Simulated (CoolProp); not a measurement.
Vapour-liquid equilibrium of cis-2-butene (1) + ethanol (2) at 64.65 °C; x and y are mole fractions of (1).

Values from CoolProp's multi-fluid Helmholtz-energy mixture model, Lemmon 2005 and Schroeder 2014; pair parameters Bell 2016.

```
x     bubble pressure (MPa)  y at the bubble point  dew pressure at overall composition x (MPa)  liquid density (mol/L)
----  ---------------------  ---------------------  -------------------------------------------  ----------------------
0.05                 0.1766                  0.680                                      0.06036                   15.86
0.2                  0.4393                  0.879                                      0.07166                   14.68
0.35                 0.5460                  0.907                                      0.08808                   13.59
0.5                  0.5677                  0.913                                       0.1141                   12.58
0.65                 0.5738                  0.915                                       0.1618                   11.68
0.8                  0.5954                      ?                                            ?                   10.89
0.95                 0.6355                  0.972                                            ?                       ?
```

### Question
Some entries are withheld; supply them.

### Answer

- 0.8, y at the bubble point: 0.928
- 0.8, dew pressure at overall composition x (MPa): 0.2771
- 0.95, dew pressure at overall composition x (MPa): 0.6190
- 0.95, liquid density (mol/L): 10.25

No azeotrope shows between x = 0.05 and 0.95.

The pair parameters rest on a limited set of measurements; away from them the model extrapolates. With so large a gap from Raoult's law the liquid may split in two, which this calculation doesn't test in full.
